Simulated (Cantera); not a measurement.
A Cantera script and what it prints.

```python
import numpy as np
import cantera as ct

gas_names = [...]  # 95 gases of nasa_gas.yaml made of C, F, H
cond_names = """
    C(gr) C6H6(L) C7H8(L) C8H18(L),n-octa
""".split()


# ... load() reads the species with a 1 bar reference pressure and builds the phases ...
atoms = {
    'c-C4F8': {'C': 4, 'F': 8},
    'H2': {'H': 2},
    'F2': {'F': 2},
}
top_T = {'C(gr)': 4500}  # K; cautious upper limits of use, not melting points


# ... equilibrate(T, P, feed) seeds the gas with the atoms and calls Mixture.equilibrate('TP', solver="vcs", rtol=1e-11, max_steps=5000) ...
results = []
feed = {'c-C4F8': 1, 'H2': 2.3, 'F2': 1.9}  # mol
T = 1898.15  # K
P = 3.1  # Pa
mix = equilibrate(T, P, feed)
results.append((T, P, feed, dict(zip(mix.species_names, mix.species_moles))))
x = sorted(zip(gas.X, gas.species_names), reverse=True)
print(f"T = {T:g} K  P = {P:g} Pa  gas = {mix.phase_moles(0):.4g} mol")
print("   x: " + "  ".join(f"{s} {v:.3e}" for v, s in x if v > 1e-05))
print("   condensed (mol): " + ("  ".join(f"{mix.phase(i).name} {mix.phase_moles(i):.4g}"
      for i in range(1, mix.n_phases) if mix.phase_moles(i) > 1e-12) or "none"))
```

Output:

```
T = 1898.15 K  P = 3.1 Pa  gas = 9.852 mol
   x: HF 4.669e-01  F 3.820e-01  CF2 1.256e-01  CF4 2.331e-02  CF3 1.123e-03  CF 1.042e-03
   condensed (mol): C(gr) 2.512
```

Method: chemical equilibrium by Gibbs-energy minimisation in Cantera with the NASA 1993 tables (ideal gas, pure condensed phases). The feed counts by its element totals alone. Gases not in the tables: C2F6 and larger saturated fluorocarbons.
